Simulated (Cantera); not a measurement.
What does this Cantera script print?

```python
import numpy as np
import cantera as ct

gas_names = """
    O2 Br2
""".split()
cond_names = """
    Ca(L) CaBr2(L) CaO(s)
""".split()


# ... load() reads the species with a 1 bar reference pressure and builds the phases ...
species = {s.name: s for s in load("nasa_gas.yaml", gas_names) + load("nasa_condensed.yaml", cond_names)}
T = 1350
g = {n: (s.thermo.h(T) - T * s.thermo.s(T)) / (ct.gas_constant * T * np.log(10)) for n, s in species.items()}
valid = cond_names  # the entries whose range holds T


def stable(la, lb):
    # potentials (over RT ln 10) of the two non-metals from log10 p(O2) and log10 p(Br2) in bar
    mu = {}
    mu["O"] = (g["O2"] + la) / 2
    mu["Br"] = (g["Br2"] + lb) / 2
    cost = {}
    for n in valid:
        c = species[n].composition
        cost[n] = (g[n] - sum(c.get(e, 0) * m for e, m in mu.items())) / c["Ca"]
    return min(cost, key=cost.get)


results = []
for lb in [1, -0.6, -2.1, -3.7, -5.2, -6.8, -8.3, -9.9, -11.4, -13]:
    row = [stable(la, lb) for la in [-16, -15.1, -14.1, -13.2, -12.2, -11.3, -10.3, -9.4, -8.4, -7.5, -6.6, -5.6, -4.7, -3.7, -2.8, -1.8, -0.9, 0.1, 1]]
    results.append(row)
    print(f"{lb:6.1f}  " + " ".join(f"{valid.index(n):x}" for n in row))
print("key: " + ", ".join(f"{i:x} {n}" for i, n in enumerate(valid)))
```

It prints:

```
   1.0  1 1 1 1 1 1 1 1 1 1 1 1 1 1 1 1 1 1 1
  -0.6  1 1 1 1 1 1 1 1 1 1 1 1 1 1 1 1 1 1 1
  -2.1  1 1 1 1 1 1 1 1 1 1 1 1 1 1 1 2 2 2 2
  -3.7  1 1 1 1 1 1 1 1 1 1 1 1 2 2 2 2 2 2 2
  -5.2  1 1 1 1 1 1 1 1 1 2 2 2 2 2 2 2 2 2 2
  -6.8  1 1 1 1 1 1 2 2 2 2 2 2 2 2 2 2 2 2 2
  -8.3  1 1 2 2 2 2 2 2 2 2 2 2 2 2 2 2 2 2 2
  -9.9  2 2 2 2 2 2 2 2 2 2 2 2 2 2 2 2 2 2 2
 -11.4  2 2 2 2 2 2 2 2 2 2 2 2 2 2 2 2 2 2 2
 -13.0  2 2 2 2 2 2 2 2 2 2 2 2 2 2 2 2 2 2 2
key: 0 Ca(L), 1 CaBr2(L), 2 CaO(s)
```

Cantera with NASA thermochemical tables; ideal gases at 1 bar, condensed phases pure. Not in the tables: oxide halides.
